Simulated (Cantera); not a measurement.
Feed: 1 mol CH3SiH3, 0.12 mol C3H8, 2 mol H2, at 1023 K and 0.770 bar.

These are equilibrium values from Cantera (NASA tables, ideal gas, pure condensed phases), not measurements of a reactor. Candidate condensed phases: C, C6H6, C7H8, C8H18, Si, SiC; 87 gas species. The feed counts by its element totals alone. Kinetics and transport are ignored.

Base state: H2 0.948, CH4 0.0519 (mole fractions); condensed: C(graphite) + SiC(s).

### Question
What changes in the equilibrium state with this change: temperature from 1023 K to 2200 K?

### Answer
```csv
species,before,after
H2,0.948,0.991
H,4.59e-9,0.00639
C2H2 (acetylene),1.99e-9,0.00254
CH4,0.0519,0.000199
Si,<1e-9,5.14e-5
SiH2,<1e-9,3.17e-5
SiH,<1e-9,1.99e-5
"C(graphite), mol",0.0895,0.331
"SiC(s), mol",1.00,0.999
```
Gases not in the tables: Si2H6 and higher silanes.
